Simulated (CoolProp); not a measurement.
Vapour-liquid equilibrium of R22 (1) + dimethyl ether (2) at 627 kPa; x and y are mole fractions of (1).

Model: multi-fluid Helmholtz-energy mixture model, Kamei 1995 and Wu 2011; pair parameters Bell 2016, in CoolProp.

Task: Give the bubble temperature and the first vapour's composition at x = 0.55, 0.65, 0.75. Is there an azeotrope?

Result: x = 0.55: 24.3 °C, y = 0.663; x = 0.65: 21.1 °C, y = 0.787; x = 0.75: 17.1 °C, y = 0.884. y crosses x between x = 0.15 and 0.25: the model has an azeotrope there.

The pair parameters rest on a limited set of measurements; away from them the model extrapolates.
